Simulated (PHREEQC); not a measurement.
**Polishing slurry liquid: speciation**

Make-up at 46 °C: 1.2 mmol/kgw TMAH and 70 mmol/kgw K2SO4. Closed to the air; pH follows from the charge balance.

The numbers come from PHREEQC with the ion-association model, wateq4f.dat.

pH: 10.31
ionic strength: 0.176 mol/kgw
total alkalinity: 1.20 meq/kg

```csv
species,molality,activity,log γ
K+,0.122,0.0872,-0.147
SO4-2,0.0522,0.0154,-0.531
KSO4-,0.0178,0.0133,-0.127
OH-,0.00120,0.000851,-0.149
(CH3)4N+,0.00120,0.000864,-0.143
```

No solid was allowed to form. (CH3)4N+ isn't in the database: it is added as a free cation with an ion size of 4 Å. Away from 25 °C the constants follow the database's enthalpies or fits; those with neither stay at their 25 °C values.
